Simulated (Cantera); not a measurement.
A perfectly stirred reactor is fed with C3H8 : H2 = 1 : 1.3 (molar parts), at 0.00128 atm; it is held at 1898 K, and followed from long to short residence time.

Cantera simulation using GRI-Mech 3.0 (53 species, 325 reactions); the numbers are that mechanism's predictions, not measurements. GRI-Mech 3.0 was tuned for natural gas; its chemistry of propane as a main component is partial and can be far from experiment. GRI-Mech 3.0 stops at C3 and has no aromatics, soot or wall deposition, so with more carbon than oxygen in the feed, carbon stays in small species such as C2H2 where larger ones or solid carbon would form. Radical loss at walls, strong at low pressure, is not modelled.

Question: What does this change do: temperature 1898 to 1375 K?

Answer: 
```
quantity                  before    after
----------------------  --------  -------
x(C3H8) at τ = 1.20 s    5.00e-5  0.00328
x(H2) at τ = 1.20 s        0.684    0.539
x(C2H4) at τ = 1.20 s   0.000923   0.0592
x(C2H) at τ = 1.20 s     2.77e-5  1.23e-7
x(CH3) at τ = 1.20 s     0.00498  0.00349
x(C3H8) at τ = 43.0 ms   0.00138   0.0673
x(H2) at τ = 43.0 ms       0.597    0.460
x(C2H4) at τ = 43.0 ms    0.0173    0.200
x(C2H) at τ = 43.0 ms    3.19e-5  4.44e-8
x(CH3) at τ = 43.0 ms     0.0260   0.0158
```

Question: What does this change do: temperature 1898 to 1175 K?

Answer: 
```csv
quantity,before,after
x(C3H8) at τ = 1.20 s,5.00e-5,0.0545
x(H2) at τ = 1.20 s,0.684,0.441
x(C2H4) at τ = 1.20 s,0.000923,0.229
x(C2H) at τ = 1.20 s,2.77e-5,5.51e-10
x(CH3) at τ = 1.20 s,0.00498,0.00155
x(C3H8) at τ = 43.0 ms,0.00138,0.378
x(H2) at τ = 43.0 ms,0.597,0.545
x(C2H4) at τ = 43.0 ms,0.0173,0.0387
x(C2H) at τ = 43.0 ms,3.19e-5,1.22e-12
x(CH3) at τ = 43.0 ms,0.0260,0.00300
```
